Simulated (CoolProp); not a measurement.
A single-stage vapour-compression cycle with C2F6 (R116): evaporating at 194.15 K (dew point), condensing at 238.15 K (bubble point), superheat 10 K, subcooling 8 K, compressor efficiency 0.6, no pressure losses. Each further row changes one setting.

Model: reference Helmholtz-energy equation of state, Lemmon 2006, in CoolProp. It is a short technical equation, of lower accuracy than the large ones.

| case | cooling COP | pressure ratio | discharge temperature (K) | refrigerating effect (kJ/kg) | volumetric capacity (kJ/m³) |
|---|---|---|---|---|---|
| as stated | 2.21 | 6.68 | 269.8 | 87.8 | 715 |
| evaporating temperature 199.15 K | (withheld) | 5.13 | 266.4 | 90.5 | 943 |
| condensing temperature 233.15 K | 2.59 | 5.60 | 263.6 | 93.0 | 757 |
| subcooling 13 K | 2.34 | 6.68 | 269.8 | 93.0 | 757 |
| superheat 20 K | (withheld) | 6.68 | 280.8 | 94.1 | (withheld) |
| compressor efficiency 0.5 | 1.84 | 6.68 | 280.0 | 87.8 | 715 |

**Question.** Some entries are withheld; supply them.

**Answer.** 
- evaporating temperature 199.15 K, cooling COP: 2.64
- superheat 20 K, cooling COP: 2.24
- superheat 20 K, volumetric capacity (kJ/m³): 726
